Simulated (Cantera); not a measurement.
A freely propagating, adiabatic, planar premixed flame of 24.7 % H2, 15.8 % O2, 59.5 % N2, equivalence ratio 0.78, unburnt at 598 K and 1.50 bar; unity-Lewis-number transport, grid criteria slope 0.08 and curve 0.16, no radiation.

Cantera simulation using the H2/O2 subset of GRI-Mech 3.0, which has no nitrogen chemistry; the numbers are that mechanism's predictions, not measurements. Unity Lewis numbers drop preferential diffusion, which matters most where H2 and H carry the flame. Burning velocities carry a grid error of a few per cent, more on coarse grids.

**Question.** Predict: laminar burning velocity; thermal thickness; peak x(H); peak x(OH); peak x(HO2).

**Answer.** 
```
Property                    Result
------------------------  --------
laminar burning velocity  436 cm/s
thermal thickness         0.199 mm
peak x(H)                   0.0418
peak x(OH)                  0.0174
peak x(HO2)               0.000317
```
